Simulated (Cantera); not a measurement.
A perfectly stirred reactor is fed with 56.5 % CH4, 43.5 % CO2, at 0.530 bar; it is held at 1700 K, and followed from long to short residence time.

Computed with Cantera and GRI-Mech 3.0 (53 species, 325 reactions).

One state of this run: x CH4 = 0.558; x CO2 = 0.434; x H2O = 7.34e-5; x C2H = 4.62e-10; x O2 = <1e-12; x HO2 = <1e-12; x H = 2.47e-6. x: mole fraction; the columns are a selection and need not sum to one.

Q: Which value of τ (s) does it belong to?
(A) 0.0059
(B) 0.00024
(C) 0.0012
(D) 3.4

A: B, 0.00024
